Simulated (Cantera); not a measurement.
Input: 1 mol SiHCl3, 0.51 mol HCl, 110 mol N2, equilibrated at 1102 °C and 1.00 bar.

Equilibrium computed with Cantera from the NASA thermochemical tables; the gas is ideal and each condensed phase is pure. Candidate condensed phases: NH4Cl, Si, Si3N4; 28 gas species. N2 is the only nitrogen source here; it is nearly inert below about 1500 K, so the nitride shown seldom forms there in practice. The tables' values for SiCl3 are old estimates; treat these amounts as uncertain. Equilibrium is a limit: real reactors are often held back by kinetics, nucleation or transport.

Question: What is the equilibrium state?

Answer: x(N2): 0.982
x(HCl): 0.0121
x(SiCl4): 0.00449
x(H2): 0.000708
x(SiCl3): 0.000358
x(SiCl2): 0.000131
x(SiHCl3): 1.68e-5
x(Cl): 1.29e-6
n(Si3N4(s)): 0.147 mol
gas amount: 111.7 mol
log10 activity of Si(s) (absent): -3.66
